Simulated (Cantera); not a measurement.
Charge: 1 mol Fe3O4, 0.99 mol CH4, 2 mol H2, at 20.0 Pa.

Equilibrium computed with Cantera from the NASA thermochemical tables; the gas is ideal and each condensed phase is pure. Candidate condensed phases: C, C6H6, C7H8, C8H18, Fe, Fe(CO)5, FeO, Fe(OH)2, Fe(OH)3, Fe2O3, Fe3O4, H2O; 114 gas species. Mutual solubility and eutectic melting of coexisting phases are not modelled. The tables' stoichiometric FeO is somewhat more stable than real wüstite, so its field is too wide. FeO: taken at fixed stoichiometry. Kinetics and transport are ignored.

x: gas mole fraction; n: condensed amount in mol.

| T (°C) | x H2 | x Fe | x H2O | x H | x CO | x CO2 | x OH | x O | x O2 | x FeO | n Fe(δ) | n FeO(l) |
|---|---|---|---|---|---|---|---|---|---|---|---|---|
| 1502 | 0.484 | 0.102 | 0.222 | 0.0142 | 0.158 | 0.0195 | 0.000407 | 9.34e-6 | 1.90e-6 | 0.000506 | 0.771 | 1.66 |
| 1552 | 0.421 | 0.208 | 0.193 | 0.0202 | 0.139 | 0.0162 | 0.000647 | 2.38e-5 | 4.81e-6 | 0.00120 | 0 | 1.67 |
| 1602 | 0.329 | 0.259 | 0.237 | 0.0266 | 0.123 | 0.0215 | 0.00149 | 9.14e-5 | 2.89e-5 | 0.00270 | 0 | ___ |
| 1652 | 0.241 | 0.307 | 0.276 | 0.0332 | 0.105 | 0.0280 | 0.00329 | 0.000338 | 0.000169 | 0.00582 | 0 | ___ |
| 1702 | 0.165 | 0.348 | 0.304 | 0.0393 | 0.0868 | 0.0356 | 0.00690 | 0.00121 | 0.000963 | 0.0120 | 0 | ___ |
| 1752 | 0.153 | 0.348 | 0.296 | 0.0532 | 0.0846 | 0.0351 | 0.0108 | 0.00273 | 0.00227 | 0.0143 | 0 | 0 |
| 1802 | 0.149 | 0.341 | 0.279 | 0.0727 | 0.0847 | 0.0328 | 0.0156 | 0.00545 | 0.00438 | 0.0152 | 0 | 0 |
| 1852 | 0.145 | 0.332 | 0.256 | 0.0978 | 0.0848 | 0.0298 | 0.0214 | 0.0102 | 0.00769 | 0.0155 | 0 | 0 |
| 1902 | 0.141 | 0.320 | 0.225 | 0.130 | 0.0847 | 0.0261 | 0.0278 | 0.0179 | 0.0121 | 0.0150 | 0 | 0 |
| 1952 | 0.136 | 0.307 | 0.189 | 0.169 | 0.0841 | 0.0218 | 0.0340 | 0.0293 | 0.0172 | 0.0138 | 0 | 0 |

### Question
Complete the blanks.

### Answer

- 1602, n FeO(l): 1.21
- 1652, n FeO(l): 0.674
- 1702, n FeO(l): 0.0838
